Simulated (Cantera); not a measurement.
**Low-pressure radical oxidation in H2/O2**

An isothermal, constant-pressure homogeneous reactor starts with H₂ : O₂ : N₂ = 0.045 : 1 : 3.8 (molar parts), equivalence ratio 0.022, at 1075 K and 1330 Pa.

Computed with Cantera and the H2/O2 subset of GRI-Mech 3.0, which has no nitrogen chemistry. Radical loss at walls, strong at low pressure, is not modelled.

```
t (s)         x H₂   x O₂       x H     x H₂O      x OH       x O
--------  --------  -----  --------  --------  --------  --------
1.00e-5    0.00929  0.206  1.24e-12    <1e-12    <1e-12    <1e-12
2.64e-5    0.00929  0.206  3.19e-12    <1e-12    <1e-12    <1e-12
6.96e-5    0.00929  0.206  8.01e-12    <1e-12    <1e-12    <1e-12
0.000184   0.00929  0.206  1.89e-11    <1e-12  4.28e-12  4.66e-12
0.000484   0.00929  0.206  4.26e-11  9.09e-12  2.20e-11  2.70e-11
0.00128    0.00929  0.206  1.17e-10  1.14e-10  1.03e-10  1.56e-10
0.00337    0.00929  0.206  7.95e-10   1.92e-9  8.66e-10   1.53e-9
0.00890    0.00929  0.206   8.14e-8   2.48e-7   9.15e-8   1.66e-7
0.0235     0.00309  0.202   0.00185   0.00485  0.000829   0.00278
0.0619    0.000123  0.200   0.00116   0.00841  0.000375   0.00440
0.163      6.63e-5  0.201  0.000447   0.00889  0.000273   0.00236
0.431      2.07e-5  0.202   7.64e-5   0.00919  0.000151  0.000731
1.14       3.95e-6  0.203   6.49e-6   0.00929   6.63e-5  0.000142
3.00       6.40e-7  0.203   4.43e-7   0.00932   2.72e-5   2.36e-5
```
x: mole fraction; the columns are a selection and need not sum to one.

Equilibrium at this temperature and pressure: H₂ 1.27e-10, O₂ 0.203, H 1.44e-12, H₂O 0.00933, OH 4.02e-7, O 5.15e-9 (gas phase only).
